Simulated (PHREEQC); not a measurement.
# Spent oxide etchant

Solution (20 °C): 0.0013 mol/kgw NH4HF2, 0.00021 mol/kgw H2SiF6 and 3.6e-05 mol/kgw HCl. It is in equilibrium with CO2 at log p = -1 (atm). Otherwise closed; pH follows from the charge balance.

Computed with PHREEQC (ion-association model, phreeqc.dat).

```yaml
pH: 3.21
ionic_strength: 0.00212 mol/kgw
total_alkalinity: -2.60 meq/kg
```

```tsv
species	molality	activity	log γ
CO2	0.00391	0.00391	0.000
F-	0.00156	0.00148	-0.022
NH4+	0.00130	0.00123	-0.022
HF	0.00126	0.00126	0.000
H+	0.000648	0.000618	-0.021
SiF6-2	0.000172	0.000141	-0.087
H4SiO4	3.79e-5	3.79e-5	0.000
Cl-	3.60e-5	3.42e-5	-0.022
HF2-	7.19e-6	6.84e-6	-0.022
HCO3-	2.76e-6	2.63e-6	-0.022
(CO2)2	2.37e-7	2.37e-7	0.000
```

Precipitation was switched off in this run. Complexes and solids missing from the database can't appear. SiF6-2 is the database's only silicon fluoride.
